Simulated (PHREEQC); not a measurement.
Solution (32 °C): 0.016 mol/kgw NH4Cl and 0.13 mol/kgw Na2SO4. It is in equilibrium with CO2 at log p = 0 (atm). Otherwise closed; pH follows from the charge balance.

All values are PHREEQC results (ion-association model, phreeqc.dat), not measurements.

This is a speciation only: nothing precipitates in the calculation.

Problem. Estimate the pH, activity of water.

Solution. pH 4.19; activity of water 0.993.

Problem. In which forms is Na present?

Solution. Na+ 89 %, NaSO4- 11 % of the Na.

Species that the database lacks are ignored. Carbamate, which ammonia and carbonate form, is missing from the database.
